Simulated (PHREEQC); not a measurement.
Solution (25 °C): 0.0021 mol/kgw NH4Br. Closed to the air; pH follows from the charge balance.

Model: ion-association model, wateq4f.dat, run in PHREEQC.

The pH is 5.98 and the ionic strength is 0.00210 mol/kgw.

```csv
species,molality,activity,log γ
Br-,0.00210,0.00200,-0.022
NH4+,0.00210,0.00199,-0.022
H+,1.10e-6,1.05e-6,-0.021
NH3,1.09e-6,1.09e-6,0.000
OH-,1.01e-8,9.57e-9,-0.022
```

No solid was allowed to form.
